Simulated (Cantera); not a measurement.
A perfectly stirred reactor is fed with 90.9 % NO, 9.09 % N2, at 100.0 Torr; it is held at 1950 K, and followed from long to short residence time.

Cantera simulation using GRI-Mech 3.0 (53 species, 325 reactions); the numbers are that mechanism's predictions, not measurements.

x: mole fraction; the columns are a selection and need not sum to one.

```tsv
τ (s)	x NO	x N2O	x O	x NO2	x O2
3.5	0.470	7.53e-5	0.000601	0.000327	0.219
1.6	___	___	___	0.000349	___
0.75	0.757	0.000214	0.000385	0.000314	0.0756
0.35	0.833	0.000268	0.000300	0.000255	0.0375
0.16	0.874	0.000300	0.000241	0.000201	0.0173
0.076	0.892	0.000310	0.000206	0.000167	0.00802
0.035	0.901	0.000303	___	___	___
0.016	0.906	0.000275	0.000165	0.000128	0.00145
0.0076	0.907	0.000229	0.000146	0.000111	0.000568
```

Q: Fill in the missing entries.

A: 
- 1.6, x NO: 0.633
- 1.6, x N2O: 0.000143
- 1.6, x O: 0.000491
- 1.6, x O2: 0.137
- 0.035, x O: 0.000184
- 0.035, x NO2: 0.000145
- 0.035, x O2: 0.00351
